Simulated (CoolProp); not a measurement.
Aqueous potassium acetate as a coolant, 38 % by mass, freezing at -38.0 °C, 1 atm.

Model: Melinder's fits for secondary coolants, in CoolProp.

| T (°C) | conductivity (W/(m K)) | density (kg/m³) | cp (kJ/(kg K)) | Prandtl number |
|---|---|---|---|---|
| -32.9 | 0.416 | 1224 | 2.884 | 238 |
| -25.5 | 0.425 | 1222 | 2.902 | 143 |
| -18.1 | 0.433 | 1219 | 2.920 | 91.8 |
| -10.7 | 0.441 | 1217 | 2.937 | 62.3 |
| -3.3 | 0.450 | 1214 | 2.955 | 44.5 |
| 4.1 | 0.458 | 1211 | 2.972 | 33.2 |
| 11.5 | 0.466 | 1207 | 2.990 | 25.7 |
| 18.9 | 0.475 | 1204 | 3.008 | 20.5 |
| 26.3 | 0.483 | 1200 | 3.028 | 16.7 |
| 33.7 | 0.491 | 1197 | 3.047 | 13.9 |
